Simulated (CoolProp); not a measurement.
Vapour-liquid equilibrium of R152A (1) + methanol (2) at 39.35 °C; x and y are mole fractions of (1).

Values from CoolProp's multi-fluid Helmholtz-energy mixture model, Outcalt 1996 and de Reuck 1993; pair parameters Bell 2016.

```tsv
x	bubble pressure (MPa)	y at the bubble point	dew pressure at overall composition x (MPa)	liquid density (mol/L)
0.05	0.1928	0.821	0.03629	23.40
0.15	0.3726	0.908	0.04054	22.05
0.25	0.4597	0.926	0.04590	20.77
0.35	0.5110	0.935	0.05293	19.57
0.45	0.5519	0.942	0.06253	18.44
0.55	0.5939	0.949	0.07642	17.37
0.65	0.6422	0.957	0.09830	16.35
0.75	0.6996	0.967	0.1378	15.37
0.85	0.7678	0.978	0.2300	14.43
0.95	0.8482	0.992	0.6003	13.50
```

No azeotrope shows between x = 0.05 and 0.95.

The pair parameters rest on a limited set of measurements; away from them the model extrapolates. With so large a gap from Raoult's law the liquid may split in two, which this calculation doesn't test in full.
